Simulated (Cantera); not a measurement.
Stirred combustor or abatement burner

A perfectly stirred reactor is fed with 8.31 % CH3OH, 10.4 % O2, 73.8 % N2, 6.48 % H2O, 1.08 % H2, equivalence ratio 1.3, at 0.390 bar; it is adiabatic with a 725 K inlet, and is followed from long to short residence time, starting on the burning branch (τ in s: 0.16, 0.053, 0.017, 0.0055, 0.0018, 0.00058, 0.00019, 6e-05, 1.9e-05, 6.3e-06).

Cantera simulation using GRI-Mech 3.0 (53 species, 325 reactions); the numbers are that mechanism's predictions, not measurements. GRI-Mech 3.0 was tuned for natural gas; its chemistry of methanol as a main component is partial and can be far from experiment.

```
τ (s)    T (K)   x CH3OH      x O2   x H2O     x NO    x C2H2    x CO
-------  -----  --------  --------  ------  -------  --------  ------
0.16      1822   1.44e-6  0.000497   0.200  4.01e-5  2.20e-10  0.0253
0.053     1800   2.92e-6   0.00104   0.198  4.16e-5  7.47e-10  0.0255
0.017     1769   6.46e-6   0.00196   0.196  3.85e-5   3.22e-9  0.0260
0.0055    1732   1.56e-5   0.00323   0.193  3.15e-5   1.67e-8  0.0269
0.0018    1693   4.24e-5   0.00503   0.190  2.29e-5   9.96e-8  0.0290
0.00058   1640  0.000150   0.00910   0.189  1.30e-5   6.64e-7  0.0357
0.00019    725    0.0831     0.104  0.0648   <1e-12    <1e-12  <1e-12
6.0e-5     725    0.0831     0.104  0.0648   <1e-12    <1e-12  <1e-12
1.9e-5     725    0.0831     0.104  0.0648   <1e-12    <1e-12  <1e-12
6.3e-6     725    0.0831     0.104  0.0648   <1e-12    <1e-12  <1e-12
```
x: mole fraction; the columns are a selection and need not sum to one.
